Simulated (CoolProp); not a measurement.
Properties of propylene along the isobar 8.87 bar.

Values from CoolProp's reference Helmholtz-energy equation of state, Lemmon 2013.

| T (°C) | phase | Z | cv (kJ/(kg K)) | Joule-Thomson coefficient (K/MPa) | isothermal compressibility (1/MPa) | expansivity (1/kK) | Prandtl number |
|---|---|---|---|---|---|---|---|
| 34.75 | gas | 0.8739 | 1.444 | 17.85 | 1.313 | 4.981 | 0.850 |
| 43.75 | gas | 0.8865 | 1.466 | 16.11 | 1.288 | 4.612 | 0.834 |
| 52.75 | gas | 0.8973 | 1.490 | 14.63 | 1.269 | 4.309 | 0.821 |
| 61.75 | gas | 0.9067 | 1.516 | 13.36 | 1.253 | 4.055 | 0.810 |
| 70.75 | gas | 0.9148 | 1.543 | 12.25 | 1.240 | 3.838 | 0.801 |
| 79.75 | gas | 0.9220 | 1.572 | 11.28 | 1.229 | 3.649 | 0.794 |
| 88.75 | gas | 0.9284 | 1.601 | 10.43 | 1.219 | 3.484 | 0.787 |
| 97.75 | gas | 0.9341 | 1.631 | 9.675 | 1.211 | 3.336 | 0.782 |
| 106.75 | gas | 0.9392 | 1.662 | 9.001 | 1.203 | 3.204 | 0.778 |
| 115.75 | gas | 0.9438 | 1.692 | 8.398 | 1.197 | 3.085 | 0.773 |
| 124.75 | gas | 0.9480 | 1.723 | 7.856 | 1.191 | 2.977 | 0.770 |
| 133.75 | gas | 0.9517 | 1.755 | 7.366 | 1.186 | 2.877 | 0.767 |
| 142.75 | gas | 0.9552 | 1.786 | 6.922 | 1.181 | 2.786 | 0.764 |
| 151.75 | gas | 0.9583 | 1.817 | 6.517 | 1.177 | 2.701 | 0.761 |
| 160.75 | gas | 0.9612 | 1.848 | 6.148 | 1.174 | 2.623 | 0.759 |
| 169.75 | gas | 0.9638 | 1.879 | 5.809 | 1.170 | 2.549 | 0.756 |

Viscosity comes from a separate model (Huber 2003), an estimate that may be off by 10 % or more. Thermal conductivity comes from a separate model (Huber 2003), an estimate that may be off by 10 % or more.
